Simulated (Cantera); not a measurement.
**Moist CO burnout**

An isothermal, constant-pressure homogeneous reactor starts with CO : O2 : H2O : N2 = 0.0014 : 0.0047 : 0.003 : 1 (molar parts), equivalence ratio 0.15, at 1098 K and 0.340 bar.

Detailed kinetics in Cantera: GRI-Mech 3.0 (53 species, 325 reactions).

```tsv
t (s)	x CO	x O2	x H2O	x CO2	x NO2	x H2O2	x N2O
0.000900	0.00139	0.00466	0.00297	1.70e-11	<1e-12	<1e-12	<1e-12
0.00194	0.00139	0.00466	0.00297	3.95e-11	<1e-12	<1e-12	<1e-12
0.00420	0.00139	0.00466	0.00297	1.08e-10	<1e-12	<1e-12	<1e-12
0.00906	0.00139	0.00466	0.00297	4.74e-10	<1e-12	<1e-12	<1e-12
0.0196	0.00139	0.00466	0.00297	6.15e-9	<1e-12	<1e-12	<1e-12
0.0423	0.00139	0.00466	0.00297	1.07e-6	<1e-12	1.22e-10	7.65e-11
0.0913	0.000890	0.00440	0.00293	0.000498	2.88e-12	2.76e-8	3.83e-8
0.197	0.000217	0.00407	0.00296	0.00117	2.40e-11	1.92e-8	9.69e-8
0.426	4.83e-5	0.00399	0.00297	0.00134	8.95e-11	6.65e-9	1.25e-7
0.920	1.01e-5	0.00397	0.00297	0.00138	2.05e-10	1.77e-9	1.38e-7
1.99	1.95e-6	0.00397	0.00297	0.00139	2.79e-10	4.35e-10	1.43e-7
4.29	3.47e-7	0.00397	0.00297	0.00139	2.38e-10	1.07e-10	1.42e-7
9.26	5.37e-8	0.00397	0.00297	0.00139	1.47e-10	2.92e-11	1.35e-7
20.0	6.26e-9	0.00397	0.00297	0.00139	8.17e-11	1.00e-11	1.19e-7
```
x: mole fraction; the columns are a selection and need not sum to one.

Equilibrium at this temperature and pressure: CO 4.81e-11, O2 0.00396, H2O 0.00297, CO2 0.00139, NO2 2.98e-8, H2O2 <1e-12, N2O 6.37e-10 (gas phase only).
